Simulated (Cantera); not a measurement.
A perfectly stirred reactor is fed with H2 : O2 : N2 = 0.45 : 1 : 0.18 (molar parts), equivalence ratio 0.23, at 0.00410 bar; it is held at 1448 K, and followed from long to short residence time.

Detailed kinetics in Cantera: the H2/O2 subset of GRI-Mech 3.0, which has no nitrogen chemistry. Radical loss at walls, strong at low pressure, is not modelled. The temperature is held fixed by assumption; the heat of reaction is taken as removed at once.

Predict: x(H2) at τ = 1.20 s; x(O2) at τ = 1.20 s; x(O) at τ = 1.20 s; x(OH) at τ = 1.20 s; x(HO2) at τ = 1.20 s; x(H2) at τ = 39.0 ms; x(O2) at τ = 39.0 ms; x(O) at τ = 39.0 ms; x(OH) at τ = 39.0 ms; x(HO2) at τ = 39.0 ms.


```
Property                Result
---------------------  -------
x(H2) at τ = 1.20 s    0.00593
x(O2) at τ = 1.20 s      0.529
x(O) at τ = 1.20 s      0.0222
x(OH) at τ = 1.20 s     0.0132
x(HO2) at τ = 1.20 s   1.58e-6
x(H2) at τ = 39.0 ms    0.0195
x(O2) at τ = 39.0 ms     0.468
x(O) at τ = 39.0 ms     0.0849
x(OH) at τ = 39.0 ms    0.0223
x(HO2) at τ = 39.0 ms  1.49e-6
```
